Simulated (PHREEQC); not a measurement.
**Alkaline etch or developer**

Solution (25 °C): 0.0014 mol/kgw NaOH. Closed to the air; pH follows from the charge balance.

Equilibrium calculation in PHREEQC: ion-association model, wateq4f.dat.

Precipitation was switched off in this run.

Question: What pH does the model give?

Answer: pH 11.13.
